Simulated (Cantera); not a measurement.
SiH4 + H2 (silicon epitaxy and polysilicon growth)

Charge: 1 mol SiH4, 210 mol H2, equilibrated at 925 °C and 8700 Pa.

Equilibrium computed with Cantera from the NASA thermochemical tables; the gas is ideal and each condensed phase is pure. Candidate condensed phases: Si; 9 gas species. Rates play no part.

| Quantity | Value |
|---|---|
| x(H2) | 1.000 |
| n(Si(s)) | 1.000 mol |
| gas amount | 212.0 mol |
